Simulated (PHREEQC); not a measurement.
0.17 g of hydrous ferric oxide (600 m²/g; 0.2 weak and 0.005 strong sites per Fe, Dzombak-Morel constants, diffuse double layer) in 1 kg of water with 0.001 mol/kgw of an inert sodium salt and 1.9e-05 mol/kgw NiCl2, at 25 °C; the pH is set by adding NaOH or the inert anion's acid. Oxygen alone is held at its pressure in air (log pO2 = -0.68). The system is closed to CO2. Nothing may precipitate in this run.

Model: ion-association model, wateq4f.dat, run in PHREEQC.

### Question
Predict Ni sorbed (%), surface charge σ (C/m²), surface potential ψ (mV) at pH = 4.5, 10.5, 12.

### Answer
```tsv
pH	Ni sorbed (%)	surface charge σ (C/m²)	surface potential ψ (mV)
4.5	0.0	0.080	190
10.5	100.0	-0.026	-128
12	99.8	-0.186	-172
```

Species that the database lacks are ignored.
